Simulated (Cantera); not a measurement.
A Cantera script and what it prints.

```python
import numpy as np
import cantera as ct

gas_names = [...]  # 95 gases of nasa_gas.yaml made of C, F, H
cond_names = """
    C(gr) C6H6(L) C7H8(L) C8H18(L),n-octa
""".split()


# ... load() reads the species with a 1 bar reference pressure and builds the phases ...
atoms = {
    'CH2F2': {'C': 1, 'H': 2, 'F': 2},
    'F2': {'F': 2},
    'H2': {'H': 2},
}
top_T = {'C(gr)': 4500}  # K; cautious upper limits of use, not melting points


# ... equilibrate(T, P, feed) seeds the gas with the atoms and calls Mixture.equilibrate('TP', solver="vcs", rtol=1e-11, max_steps=5000) ...
results = []
feed = {'CH2F2': 1, 'F2': 0.14, 'H2': 3.9}  # mol
T = 2498  # K
P = 10000  # Pa
mix = equilibrate(T, P, feed)
results.append((T, P, feed, dict(zip(mix.species_names, mix.species_moles))))
print(gas.report(threshold=0.0001))
for i in range(1, mix.n_phases):
    print(f"{mix.phase(i).name:16s} {mix.phase_moles(i):12.5e} mol")
```

Output:

```
       temperature   2498 K
          pressure   10000 Pa
           density   0.0041861 kg/m^3
  mean mol. weight   8.6943 kg/kmol
   phase of matter   gas

                          1 kg             1 kmol
                     ---------------   ---------------
          enthalpy       -1.8442e+06       -1.6034e+07  J
   internal energy       -4.2331e+06       -3.6804e+07  J
           entropy             27277        2.3716e+05  J/K
    Gibbs function       -6.9983e+07       -6.0846e+08  J
 heat capacity c_p            4023.4             34980  J/K
 heat capacity c_v              3067             26666  J/K

                      mass frac. Y      mole frac. X     chem. pot. / RT
                     ---------------   ---------------   ---------------
    C2H2,acetylene          0.018252         0.0060944           -29.602
                 H          0.006887          0.059403            -11.54
                HF           0.84258           0.36617           -41.817
                H2           0.13174           0.56815            -23.08
     [  +91 minor]        0.00054416        0.00018452

C(gr)             9.22573e-01 mol
```

Cantera equilibrium calculation (NASA polynomials, part measured and part estimated; ideal gas, pure solids and liquids).
